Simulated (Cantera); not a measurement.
Mixture: 6.90 % C2H4, 24.4 % O2, 65.8 % N2, 2.97 % H2O, equivalence ratio 0.85, at 1.00 atm, adiabatic and at constant pressure. Ignition delay is the time to a rise of 400 K.

Cantera simulation using GRI-Mech 3.0 (53 species, 325 reactions); the numbers are that mechanism's predictions, not measurements. GRI-Mech 3.0 was tuned for natural gas; its chemistry of ethylene as a main component is partial and can be far from experiment.

Task: Predict: delay at 1125 K; delay at 1225 K; delay at 1325 K; delay at 1425 K; delay at 1525 K; delay at 1625 K; delay at 1725 K; apparent activation energy between 1525 and 1725 K.

Result: 
| Property | Value |
|---|---|
| delay at 1125 K | 2.34 ms |
| delay at 1225 K | 0.217 ms |
| delay at 1325 K | 71.1 µs |
| delay at 1425 K | 38.2 µs |
| delay at 1525 K | 24.3 µs |
| delay at 1625 K | 16.9 µs |
| delay at 1725 K | 12.3 µs |
| apparent activation energy between 1525 and 1725 K | 74 kJ/mol |
